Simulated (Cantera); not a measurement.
Mixture: CH₄ : CO : O₂ : N₂ : H₂O = 1 : 1 : 5.21 : 19.6 : 2.1 (molar parts), equivalence ratio 0.48, at 150000 Pa, adiabatic and at constant volume. Ignition delay is the time to a rise of 400 K.

Detailed kinetics in Cantera: GRI-Mech 3.0 (53 species, 325 reactions).

Predict: delay at 1123 K; delay at 1198 K; delay at 1273 K; delay at 1348 K; delay at 1423 K; delay at 1498 K; delay at 1573 K; apparent activation energy between 1423 and 1573 K.


| Quantity | Result |
|---|---|
| delay at 1123 K | 73.9 ms |
| delay at 1198 K | 23.3 ms |
| delay at 1273 K | 8.19 ms |
| delay at 1348 K | 3.16 ms |
| delay at 1423 K | 1.35 ms |
| delay at 1498 K | 0.633 ms |
| delay at 1573 K | 0.326 ms |
| apparent activation energy between 1423 and 1573 K | 180 kJ/mol |
